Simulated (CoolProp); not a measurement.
Computed with CoolProp (reference Helmholtz-energy equation of state, Lemmon 2013).

Question: For propylene, give the phase and the density (kg/m³), cv (kJ/(kg K)), isothermal compressibility (1/MPa), conductivity (mW/(m K)) at 160.2 K and 0.688 MPa; 195 K and 0.688 MPa; 229.9 K and 0.688 MPa.

Answer: 
- 160.2 K and 0.688 MPa: liquid; density 687, cv 1.35, isothermal compressibility 0.000863, conductivity 171
- 195 K and 0.688 MPa: liquid; density 647, cv 1.34, isothermal compressibility 0.00126, conductivity 158
- 229.9 K and 0.688 MPa: liquid; density 605, cv 1.37, isothermal compressibility 0.00196, conductivity 144

Thermal conductivity comes from a separate model (Huber 2003), an estimate that may be off by 10 % or more.
